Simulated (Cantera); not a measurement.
**Equilibrium for hydrogen reduction and annealing atmospheres: PbS + H2 + N2**

Charge: 1 mol PbS, a varied amount of H2, 0.37 mol N2, held at 1100 K and 23.0 mbar.

Method: chemical equilibrium by Gibbs-energy minimisation in Cantera with the NASA 1993 tables (ideal gas, pure condensed phases). Candidate condensed phases: Pb, PbS, S; 18 gas species. Mutual solubility and eutectic melting of coexisting phases are not modelled. The numbers say what is thermodynamically allowed, not how fast it happens.

```tsv
n(H2) (mol)	log p H2	log p N2	log p PbS	log p H2S	log p Pb	log p S2	log p SH	n Pb(l)	n PbS(s)
1.1	-1.80	-2.26	-3.02	-3.22	-3.92	-6.24	-6.75	0.0327	0.895
2.7	-1.73	-2.58	-3.02	-3.15	-3.92	-6.24	-6.72	0.0832	0.767
6.5	-1.70	-2.93	-3.02	-3.11	-3.92	-6.24	-6.70	0.203	0.461
16	-1.68	-3.30	-3.14	-3.21	-3.92	-6.47	-6.81	0.370	0
39	-1.66	-3.67	-3.52	-3.57	-3.92	-7.24	-7.18	0.261	0
95	-1.65	-4.05	-3.91	-3.93	-3.93	-7.99	-7.55	0	0
230	-1.64	-4.43	-4.44	-4.20	-4.20	-8.52	-7.81	0	0
570	-1.64	-4.83	-5.06	-4.50	-4.50	-9.14	-8.12	0	0
1400	-1.64	-5.22	-5.73	-4.84	-4.84	-9.81	-8.46	0	0
```
log p: log10 of the partial pressure in bar; n: condensed amount in mol.

From 1.1 mol H2 to 6.5 mol H2 the condensed part is Pb(l) + PbS(s). From 16 mol H2 to 39 mol H2 the condensed part is Pb(l). From 95 mol H2 to 1400 mol H2 nothing is condensed. The main Pb-bearing gas is PbS at 1.1 mol H2 and Pb at 1400 mol H2.
